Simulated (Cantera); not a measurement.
Input: 1 mol n-butane, 0.02 mol CO2, at 14.0 bar.

Cantera equilibrium calculation (NASA polynomials, part measured and part estimated; ideal gas, pure solids and liquids). Candidate condensed phases: C, C6H6, C7H8, C8H18, H2O; 131 gas species. Ions and electrons are included (thermal ionisation). The numbers say what is thermodynamically allowed, not how fast it happens. All values below are at 2227 °C.

Base state: H2 0.973, C2H2 (acetylene) 0.0105, CO 0.00793, H 0.00663, CH4 0.00199, CH3 0.000243, C2H4 0.000104, C4H2 4.70e-5 (mole fractions); condensed: C(graphite).

Problem. What changes in the equilibrium state with this change: pressure from 14.0 bar to 0.00133 bar?

Solution. 
| species | before | after |
|---|---|---|
| H2 | 0.973 | 0.501 |
| H | 0.00663 | 0.487 |
| CO | 0.00793 | 0.00600 |
| C2H2 (acetylene) | 0.0105 | 0.00541 |
| CH4 | 0.00199 | 5.01e-8 |
| C2H4 | 0.000104 | 2.63e-9 |
| C2 | 3.27e-9 | 3.44e-5 |
| C(graphite), mol | 3.86 | 3.89 |
